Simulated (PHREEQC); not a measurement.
**Acid rinse or clean: speciation**

Make-up at 25 °C: 0.0068 mol/kgw HNO3, 0.22 mol/kgw NaCl and 0.023 mol/kgw KCl. Closed to the air; pH follows from the charge balance.

Equilibrium calculation in PHREEQC: ion-association model, phreeqc.dat.

This is a speciation only: nothing precipitates in the calculation.

Task: Predict the pH, specific conductance.

Result: pH 2.27; specific conductance 26300 µS/cm.
